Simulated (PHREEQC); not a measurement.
Make-up at 60 °C: 0.0028 mol/kgw Rb2SO4. It is in equilibrium with CO2 at log p = -1 (atm). Otherwise closed; pH follows from the charge balance.

All values are PHREEQC results (ion-association model, wateq4f.dat), not measurements.

Q: The ionic strength comes out as 0.00842 mol/kgw. What activity coefficients do HCO3-, SO4-2, Rb+, H+, HSO4- get?

A: HCO3- 0.91, SO4-2 0.67, Rb+ 0.90, H+ 0.91, HSO4- 0.90.

Precipitation was switched off in this run. Away from 25 °C the constants follow the database's enthalpies or fits; those with neither stay at their 25 °C values.
